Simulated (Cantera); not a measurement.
**Adiabatic ignition**

An adiabatic, constant-pressure homogeneous reactor starts with 22.5 % CO, 16.0 % H₂, 12.0 % O₂, 45.2 % N₂, 4.28 % CO₂, at 1100 K and 9.87 atm.

Model: GRI-Mech 3.0 (53 species, 325 reactions), integrated in Cantera. The hydrogen kinetics of GRI-Mech 3.0 are dated; newer H2 mechanisms differ, most at raised pressure.

```tsv
t (s)	T (K)	x CO	x H₂	x O₂	x NO	x H₂O₂
5.00e-6	1100	0.225	0.160	0.120	<1e-12	4.67e-10
1.25e-5	1100	0.225	0.160	0.120	<1e-12	3.48e-9
3.13e-5	1100	0.225	0.160	0.120	<1e-12	2.94e-8
7.83e-5	1100	0.225	0.160	0.120	<1e-12	4.78e-7
0.000196	1110	0.225	0.159	0.119	<1e-12	7.48e-5
0.000490	2728	0.147	0.0215	0.00140	0.000605	2.02e-7
0.00122	2722	0.147	0.0217	0.00130	0.00171	1.93e-7
0.00306	2720	0.148	0.0218	0.00128	0.00205	1.90e-7
0.00766	2720	0.148	0.0218	0.00128	0.00206	1.90e-7
0.0192	2720	0.148	0.0218	0.00128	0.00206	1.90e-7
0.0479	2720	0.148	0.0218	0.00128	0.00206	1.90e-7
0.120	2720	0.148	0.0218	0.00128	0.00206	1.90e-7
0.300	2720	0.148	0.0218	0.00128	0.00206	1.90e-7
```
x: mole fraction; the columns are a selection and need not sum to one.

```
Property                                                             Value
---------------------------------  ---------------------------------------
time of steepest temperature rise                                 0.308 ms
temperature at 0.300 s                                              2720 K
equilibrium temperature                                             2720 K
x(CO) at 0.300 s                       0.148 (gas-phase equilibrium 0.148)
x(H₂) at 0.300 s                     0.0218 (gas-phase equilibrium 0.0218)
x(O₂) at 0.300 s                   0.00128 (gas-phase equilibrium 0.00128)
```
